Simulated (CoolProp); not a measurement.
Vapour-liquid equilibrium of R13 (1) + n-butane (2) at -80.05 °C; x and y are mole fractions of (1).

The numbers come from the multi-fluid Helmholtz-energy mixture model, Platzer 1990 and Bücker 2006; pair parameters Bell 2016 in CoolProp. This equation is an older, rougher fit; its heat capacities, sound speeds and derivatives of the liquid may be far off and weren't checked against measurements.

```tsv
x	bubble pressure, mixture model (bar)	bubble pressure, Raoult's law (bar)	y, mixture model	y, Raoult's law
0.05	0.1598	0.06499	0.933	0.838
0.125	0.3330	0.1458	0.969	0.933
0.2	0.4603	0.2267	0.979	0.961
0.275	0.5544	0.3076	0.983	0.974
0.35	0.6258	0.3884	0.986	0.981
0.425	0.6824	0.4693	0.988	0.986
0.5	0.7300	0.5501	0.989	0.990
0.575	0.7734	0.6310	0.990	0.993
0.65	0.8162	0.7118	0.992	0.995
0.725	0.8614	0.7927	0.993	0.996
0.8	0.9116	0.8735	0.994	0.997
0.875	0.9694	0.9544	0.996	0.999
0.95	1.037	1.035	0.998	0.999
```

The largest gap from Raoult's law is +145.9 % in bubble pressure, at x = 0.05. No azeotrope shows between x = 0.05 and 0.95.

Pair parameters are fitted to limited data, so mixtures are less certain than the pure fluids. With so large a gap from Raoult's law the liquid may split in two, which this calculation doesn't test in full.
